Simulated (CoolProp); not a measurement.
A simple Rankine cycle with R141b: condensing at 322.15 K, boiler at 0.624 MPa, turbine inlet 409.5 K, turbine efficiency 0.7, pump efficiency 0.8, no recuperator. Each further row changes one setting.

The numbers come from the reference Helmholtz-energy equation of state, Lemmon 2006 in CoolProp. It is a short technical equation, of lower accuracy than the large ones.

| case | thermal efficiency (%) | net work (kJ/kg) | heat in (kJ/kg) | turbine exit temperature (K) | volume ratio over the turbine |
|---|---|---|---|---|---|
| as stated | 7.9 | 22.4 | 284 | … | 3.44 |
| turbine inlet 429.5 K | 7.8 | 23.8 | 304 | 397.2 | 3.42 |
| condensing temperature 314.15 K | 9.1 | 26.8 | … | 371.3 | 4.40 |
| boiler pressure 0.437 MPa | 5.8 | 16.6 | … | 386.9 | … |
| turbine efficiency 0.6 | … | 19.1 | 284 | 380.8 | 3.48 |

Task: Complete the blanks.

Result: 
- as stated, turbine exit temperature (K): 377.1
- condensing temperature 314.15 K, heat in (kJ/kg): 294
- boiler pressure 0.437 MPa, heat in (kJ/kg): 287
- boiler pressure 0.437 MPa, volume ratio over the turbine: 2.41
- turbine efficiency 0.6, thermal efficiency (%): 6.7
